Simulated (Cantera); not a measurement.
Mixture: CH4 : O2 : N2 = 1 : 3.17 : 21 (molar parts), equivalence ratio 0.63, at 15800 Torr, adiabatic and at constant pressure. Ignition delay is the time to a rise of 400 K.

Computed with Cantera and GRI-Mech 3.0 (53 species, 325 reactions). The pressure lies above the range GRI-Mech 3.0 was tuned for (to about 10 atm).

### Question
Predict: delay at 1075 K; delay at 1125 K; delay at 1175 K; delay at 1225 K; delay at 1275 K; delay at 1325 K; apparent activation energy between 1225 and 1325 K.

### Answer
```json
{
 "delay at 1075 K": "15.8 ms",
 "delay at 1125 K": "7.65 ms",
 "delay at 1175 K": "3.97 ms",
 "delay at 1225 K": "2.17 ms",
 "delay at 1275 K": "1.24 ms",
 "delay at 1325 K": "0.733 ms",
 "apparent activation energy between 1225 and 1325 K": "150 kJ/mol"
}
```
